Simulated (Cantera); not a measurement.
# Diamond growth

A diamond (100) surface in a fixed gas of H2 with x(CH4) = 0.0063, x(H) = 0.00045, x(CH3) = 1.1e-05, at 1200 K; coverages are run to steady state.

Computed with Cantera and the Harris–Goodwin 1993 mechanism for the reconstructed diamond (100) surface.

```tsv
P (Pa)	growth (µm/h)	θ c6HH	θ c6H*	θ c6*H	θ c6**	θ c6HM
710	0.00307	0.493	0.0355	0.455	0.0167	2.27e-5
1200	0.00581	0.493	0.0355	0.455	0.0167	3.88e-5
2000	0.0109	0.493	0.0355	0.455	0.0167	6.49e-5
3300	0.0207	0.493	0.0355	0.455	0.0167	0.000107
5500	0.0416	0.493	0.0355	0.455	0.0167	0.000176
9200	0.0879	0.492	0.0355	0.455	0.0167	0.000288
15000	0.187	0.492	0.0355	0.455	0.0167	0.000453
26000	0.453	0.492	0.0355	0.454	0.0167	0.000736
```
θ: site fractions in the mechanism's names (c6HH fully hydrogenated, c6H* and c6*H radical sites, c6** diradical, c6HM methylated).
